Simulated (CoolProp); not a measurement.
Computed with CoolProp (reference Helmholtz-energy equation of state, Gao 2022).

For n-perfluoropentane, give the phase and the cp (kJ/(kg K)), isothermal compressibility (1/MPa) at 455.3 K and 8700 kPa.


- 455.3 K and 8700 kPa: supercritical; cp 1.24, isothermal compressibility 0.0272
